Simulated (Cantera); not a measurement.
Charge: 1 mol Ni, 0.99 mol H₂S, 100 mol N₂, equilibrated at 1325 K and 37.0 mbar.

Method: chemical equilibrium by Gibbs-energy minimisation in Cantera with the NASA 1993 tables (ideal gas, pure condensed phases). Candidate condensed phases: Ni, NiS, NiS₂, Ni₃S₂, Ni₃S₄, S; 17 gas species. Rates play no part.

Base state: N₂ 0.989, H₂ 0.00918, S₂ 0.00129, H₂S 0.000600, SH 2.53e-5 (mole fractions); condensed: Ni₃S₂(l).

What changes in the equilibrium state with this change: Ni replaced by Fe?


```json
[
 {"species": "N₂", "before": "0.989", "after": "0.990"},
 {"species": "H₂", "before": "0.00918", "after": "0.00972"},
 {"species": "H₂S", "before": "0.000600", "after": "7.75e-5"},
 {"species": "S₂", "before": "0.00129", "after": "1.91e-5"},
 {"species": "SH", "before": "2.53e-5", "after": "3.18e-6"},
 {"species": "Ni₃S₂(l), mol", "before": "0.333", "after": "0"},
 {"species": "Fe(γ), mol", "before": "0", "after": "0.0220"},
 {"species": "FeS(s), mol", "before": "0", "after": "0.978"}
]
```
Metal and sulfide melt together well below either melting point, which pure phases cannot show. Mutual solubility and eutectic melting of coexisting phases are not modelled. FeS: taken at fixed stoichiometry. Further candidate phases: Fe, FeS, FeS₂.
